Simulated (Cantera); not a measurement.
A closed system holds: 1 mol Fe2O3, 0.34 mol C, 16 mol N2, held at 1950 K and 990 Pa.

These are equilibrium values from Cantera (NASA tables, ideal gas, pure condensed phases), not measurements of a reactor. The tables' stoichiometric FeO is somewhat more stable than real wüstite, so its field is too wide. FeO: taken at fixed stoichiometry. Equilibrium is a limit: real reactors are often held back by kinetics, nucleation or transport.

```tsv
species	before	after
N2	0.967	0.803
Fe	0.000194	0.0876
O2	0.00960	0.0370
O	0.000445	0.0314
FeO	0.000170	0.0135
CO	0.00167	0.0118
NO	0.00158	0.0101
CO2	0.0189	0.00541
FeO(l), mol	1.99	0
```
Gas species are given as mole fractions.

Q: What was changed between the two runs?
A) temperature from 1950 K to 2523.15 K
B) C from 0.34 to 1.3 mol
C) pressure from 990 Pa to 13.0 Pa
D) temperature from 1950 K to 2198 K

A: A, temperature from 1950 K to 2523.15 K
